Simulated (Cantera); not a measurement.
An isothermal plug-flow reactor at 548 K and 37000 Pa (inlet), inlet velocity 0.08 m/s, active area per volume 6500 1/m; feed CO : O2 : N2 = 0.0024 : 0.038 : 0.79 (molar parts).

Model: Deutschmann's 1995 Pt surface mechanism with GRI-Mech 3.0 gas chemistry, integrated in Cantera. Catalytic surfaces can have several steady states; this one follows from the mechanism file's or the stated starting coverage. Mass transfer to the wall is taken as infinitely fast.

**Question.** What does this change do: pressure from 37000 Pa to 100000 Pa?

**Answer.** 
```
quantity                  before     after
----------------------  --------  --------
x(CO) at z = 0.0097 m    0.00222   0.00251
x(O2) at z = 0.0097 m     0.0454    0.0456
x(H2O) at z = 0.0097 m    <1e-12    <1e-12
x(CO2) at z = 0.0097 m  0.000675  0.000385
θ(O*) at the exit          0.999     0.999
```
